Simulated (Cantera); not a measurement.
Input: 1 mol SF₆, 0.24 mol SO₂, 0.1 mol O₂, at 130 Pa.

Cantera equilibrium calculation (NASA polynomials, part measured and part estimated; ideal gas, pure solids and liquids). Candidate condensed phases: S; 45 gas species. Ions and electrons are included (thermal ionisation). Equilibrium is a limit: real reactors are often held back by kinetics, nucleation or transport. All values below are at 2227 °C.

Base state: F 0.823, S 0.0871, SO 0.0603, O 0.0108, SO₂ 0.0105, S₂ 0.00514, SF 0.00239, O₂ 0.000724 (mole fractions); condensed: gas only.

Q: What changes in the equilibrium state with this change: O₂ from 0.1 to 6.7 mol?

A: 
```
species    before    after
-------  --------  -------
F           0.823    0.409
O₂       0.000724    0.290
O          0.0108    0.217
S          0.0871  0.00134
SO₂        0.0105   0.0646
SO         0.0603   0.0185
S₂        0.00514  1.21e-6
SF₂       3.63e-5  1.37e-7
S₂O       1.62e-5  7.62e-8
SF        0.00239  1.82e-5
```
